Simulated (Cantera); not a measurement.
Feed: 1 mol FeS, 2.4 mol SO₃, 0.68 mol O₂, at 400 °C.

Equilibrium computed with Cantera from the NASA thermochemical tables; the gas is ideal and each condensed phase is pure. Candidate condensed phases: Fe, FeO, FeS, FeSO₄, FeS₂, Fe₂O₃, Fe₂(SO₄)₃, Fe₃O₄, S; 12 gas species. Gases not in the tables: S₃ to S₇. The numbers say what is thermodynamically allowed, not how fast it happens.

Q: Which condensed phases are stable at each of these points (P (Pa)): 1000, 2600, 6700, 17000, 45000, 120000, 300000, 770000, 2000000?

A: 
| P (Pa) | condensed phases | Fe condensed (%) |
|---|---|---|
| 1000 | FeSO₄(s) + Fe₂O₃(s) | 100.0 |
| 2600 | FeSO₄(s) + Fe₂O₃(s) | 100.0 |
| 6700 | FeSO₄(s) + Fe₂O₃(s) | 100.0 |
| 17000 | FeSO₄(s) + Fe₂O₃(s) | 100.0 |
| 45000 | FeSO₄(s) + Fe₂O₃(s) | 100.0 |
| 120000 | FeSO₄(s) + FeS₂(s) | 100.0 |
| 300000 | FeSO₄(s) + FeS₂(s) | 100.0 |
| 770000 | FeSO₄(s) + FeS₂(s) | 100.0 |
| 2000000 | FeSO₄(s) + FeS₂(s) | 100.0 |

From 7.50 Torr to 338 Torr the condensed part is FeSO₄(s) + Fe₂O₃(s). From 900 Torr to 15000 Torr the condensed part is FeSO₄(s) + FeS₂(s).
